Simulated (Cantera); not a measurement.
A perfectly stirred reactor is fed with CH₄ : H₂ : O₂ : N₂ : CO₂ = 1 : 0.033 : 2.69 : 10.1 : 0.44 (molar parts), at 4.24 atm; it is adiabatic with a 773 K inlet, and is followed from long to short residence time, starting on the burning branch (τ in s: 0.09, 0.039, 0.017, 0.0072, 0.0031, 0.0013, 0.00058, 0.00025, 0.00011, 4.6e-05, 2e-05).

Cantera simulation using GRI-Mech 3.0 (53 species, 325 reactions); the numbers are that mechanism's predictions, not measurements.

### Question
What does this change do: 1.1 parts H2O added?

### Answer
| quantity | before | after |
|---|---|---|
| blow-out, bracketed by the residence times tried | burning at 20.0 µs, the shortest tried | burning at 46.0 µs, out at 20.0 µs |
| x(CH₄) at τ = 90.0 ms | 1.01e-6 | 1.50e-6 |
| x(H₂) at τ = 90.0 ms | 0.000396 | 0.000308 |
| x(O₂) at τ = 90.0 ms | 0.0461 | 0.0434 |
| x(OH) at τ = 90.0 ms | 0.00295 | 0.00227 |
| x(CH₃) at τ = 90.0 ms | 4.13e-7 | 5.74e-7 |
| x(CH₄) at τ = 1.30 ms | 4.13e-5 | 5.46e-5 |
| x(H₂) at τ = 1.30 ms | 0.00102 | 0.00105 |
| x(O₂) at τ = 1.30 ms | 0.0484 | 0.0449 |
| x(OH) at τ = 1.30 ms | 0.00434 | 0.00365 |
| x(CH₃) at τ = 1.30 ms | 1.59e-5 | 2.01e-5 |

### Question
What does this change do: pressure from 4.24 atm to 9.47 atm?

### Answer
| quantity | before | after |
|---|---|---|
| blow-out, bracketed by the residence times tried | burning at 20.0 µs, the shortest tried | burning at 20.0 µs, the shortest tried |
| x(CH₄) at τ = 90.0 ms | 1.01e-6 | 5.77e-7 |
| x(H₂) at τ = 90.0 ms | 0.000396 | 0.000270 |
| x(O₂) at τ = 90.0 ms | 0.0461 | 0.0457 |
| x(OH) at τ = 90.0 ms | 0.00295 | 0.00244 |
| x(CH₃) at τ = 90.0 ms | 4.13e-7 | 2.31e-7 |
| x(CH₄) at τ = 1.30 ms | 4.13e-5 | 2.96e-5 |
| x(H₂) at τ = 1.30 ms | 0.00102 | 0.000512 |
| x(O₂) at τ = 1.30 ms | 0.0484 | 0.0477 |
| x(OH) at τ = 1.30 ms | 0.00434 | 0.00306 |
| x(CH₃) at τ = 1.30 ms | 1.59e-5 | 1.18e-5 |
